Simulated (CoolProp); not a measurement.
Vapour-liquid equilibrium of R152A (1) + isobutene (2) at 0.00643 MPa; x and y are mole fractions of (1).

The numbers come from the multi-fluid Helmholtz-energy mixture model, Outcalt 1996 and Lemmon 2005; pair parameters Bell 2016 in CoolProp.

| x | bubble temperature (°C) | y at the bubble point | dew temperature at overall composition x (°C) | liquid density (mol/L) |
|---|---|---|---|---|
| 0.05 | [?] | 0.313 | -61.8 | 12.44 |
| 0.2 | -71.6 | 0.591 | [?] | 13.02 |
| 0.35 | -73.1 | 0.661 | [?] | 13.58 |
| 0.5 | -73.6 | 0.692 | -69.6 | [?] |
| 0.65 | -73.8 | 0.719 | -72.9 | 14.86 |
| 0.8 | -73.8 | 0.770 | -73.7 | [?] |
| 0.95 | -73.1 | 0.906 | -72.8 | 16.47 |

Task: Some entries are withheld; supply them.

Result: 
- 0.05, bubble temperature (°C): -65.9
- 0.2, dew temperature at overall composition x (°C): -64.0
- 0.35, dew temperature at overall composition x (°C): -66.6
- 0.5, liquid density (mol/L): 14.19
- 0.8, liquid density (mol/L): 15.62

y crosses x between x = 0.65 and 0.8: the model has an azeotrope there.

The pair parameters rest on a limited set of measurements; away from them the model extrapolates.
